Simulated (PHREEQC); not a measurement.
A PHREEQC speciation (ion-association model, wateq4f.dat) at 25 °C gives pH 6.62 and these molalities:

| species | mol/kgw |
|---|---|
| Mn+2 | 0.00374 |
| SO4-2 | 0.00374 |
| MnSO4 | 0.000964 |

Q: What are the element totals, and what could have been dissolved in 1 kg of water to give them?

A: This is not unique; one that fits is totals Mn(2) 0.00470, S(6) 0.00470 mol/kgw, from 0.0047 mol/kgw MnSO4.

No solid was allowed to form. Complexes and solids missing from the database can't appear.
